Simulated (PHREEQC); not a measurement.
Solution (25 °C): 170 mmol/kgw NaCl, 15 mmol/kgw Na2SO4 and 0.071 mmol/kgw H4SiO4. Closed to the air; pH follows from the charge balance.

All values are PHREEQC results (Pitzer model, pitzer.dat), not measurements.

No solid was allowed to form.

What pH, osmotic coefficient, density does the model give?

pH 6.88; osmotic coefficient 0.907; density 1.006 g/cm³.
